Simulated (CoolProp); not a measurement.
Normal hydrogen along the isobar 18.4 bar: fugacity coefficient from the reference equation and from simpler models built on Tc = 33.1 K, pc = 12.96 bar, ω = -0.219; each cubic takes its own stable root.

Model: reference Helmholtz-energy equation of state, Leachman 2009, in CoolProp.

| T (K) | phase | reference |
|---|---|---|
| 30.8 | liquid | 0.4096 |
| 38 | supercritical | 0.6941 |
| 45.3 | supercritical | 0.8156 |
| 52.6 | supercritical | 0.8821 |
| 59.9 | supercritical | 0.9228 |
| 67.1 | supercritical | 0.9489 |
| 74.4 | supercritical | 0.9667 |
| 81.7 | supercritical | 0.9792 |
| 88.9 | supercritical | 0.9879 |
| 96.2 | supercritical | 0.9943 |
| 103.5 | supercritical | 0.9991 |
| 110.7 | supercritical | 1.003 |
| 118 | supercritical | 1.005 |

Problem. How far does each simpler model (van der Waals, Redlich-Kwong, Soave-Redlich-Kwong, Peng-Robinson) lie from the reference over these 13 states: mean and median of the absolute difference, and the worst?

Solution. 
- van der Waals: mean 1.1 %, median 0.3 %, worst +9.7 % at 30.8 K and 18.4 bar
- Redlich-Kwong: mean 1.4 %, median 1.2 %, worst -5.6 % at 30.8 K and 18.4 bar
- Soave-Redlich-Kwong: mean 1.3 %, median 1.2 %, worst -2.3 % at 38 K and 18.4 bar
- Peng-Robinson: mean 3.8 %, median 3.3 %, worst -6.6 % at 38 K and 18.4 bar
